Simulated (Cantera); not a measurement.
An isothermal, constant-pressure homogeneous reactor starts with 35.7 % NH3, 64.3 % N2, at 2400 K and 10.00 Torr.

Detailed kinetics in Cantera: the gas-phase N/H chemistry of the illustrative SiF4/NH3 mechanism in the Surface Chemkin manual (1991). Walls and surfaces, which speed up NH3 decomposition in real reactors, are not modelled.

Predict: x(NH3) at 3.00 s; x(N) at 3.00 s; x(NH) at 3.00 s; x(H) at 3.00 s; x(NH2) at 3.00 s.


```
Property                                            Value
----------------  ---------------------------------------
x(NH3) at 3.00 s  3.47e-8 (gas-phase equilibrium 2.33e-8)
x(N) at 3.00 s    6.38e-7 (gas-phase equilibrium 7.32e-7)
x(NH) at 3.00 s   8.68e-8 (gas-phase equilibrium 8.33e-8)
x(H) at 3.00 s      0.0691 (gas-phase equilibrium 0.0807)
x(NH2) at 3.00 s  2.24e-8 (gas-phase equilibrium 1.80e-8)
```
